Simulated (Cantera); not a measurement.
An isothermal, constant-pressure homogeneous reactor starts with NH₃ : H₂ = 1 : 0.44 (molar parts), at 1625 K and 13300 Pa. Integrator tolerance rtol = 1e-08.

Detailed kinetics in Cantera: the gas-phase N/H chemistry of the illustrative SiF4/NH3 mechanism in the Surface Chemkin manual (1991). Walls and surfaces, which speed up NH3 decomposition in real reactors, are not modelled.

Task: What does this change do: NH3 1 to 0.12 parts?

Result: 
| quantity | before | after |
|---|---|---|
| x(NH₃) at 3.00 s | 0.594 (gas-phase equilibrium 1.85e-6) | 0.198 (gas-phase equilibrium 1.49e-6) |
| x(H₂) at 3.00 s | 0.376 (gas-phase equilibrium 0.795) | 0.795 (gas-phase equilibrium 0.912) |
| x(NH₂) at 3.00 s | 0.000109 (gas-phase equilibrium 9.76e-10) | 4.93e-5 (gas-phase equilibrium 7.35e-10) |
| x(H) at 3.00 s | 2.86e-5 (gas-phase equilibrium 0.000173) | 8.18e-5 (gas-phase equilibrium 0.000186) |
| x(N₂H₂) at 3.00 s | 6.14e-7 (gas-phase equilibrium <1e-12) | 1.04e-7 (gas-phase equilibrium <1e-12) |
| x(N) at 3.00 s | 1.71e-8 (gas-phase equilibrium 1.44e-12) | 1.56e-8 (gas-phase equilibrium <1e-12) |

Task: What does this change do: temperature 1625 to 2225 K?

Result: 
| quantity | before | after |
|---|---|---|
| x(NH₃) at 3.00 s | 0.594 (gas-phase equilibrium 1.85e-6) | 1.06e-6 (gas-phase equilibrium 5.96e-7) |
| x(H₂) at 3.00 s | 0.376 (gas-phase equilibrium 0.795) | 0.781 (gas-phase equilibrium 0.781) |
| x(NH₂) at 3.00 s | 0.000109 (gas-phase equilibrium 9.76e-10) | 6.66e-8 (gas-phase equilibrium 3.75e-8) |
| x(H) at 3.00 s | 2.86e-5 (gas-phase equilibrium 0.000173) | 0.0158 (gas-phase equilibrium 0.0158) |
| x(N₂H₂) at 3.00 s | 6.14e-7 (gas-phase equilibrium <1e-12) | <1e-12 (gas-phase equilibrium <1e-12) |
| x(N) at 3.00 s | 1.71e-8 (gas-phase equilibrium 1.44e-12) | 3.65e-8 (gas-phase equilibrium 2.06e-8) |
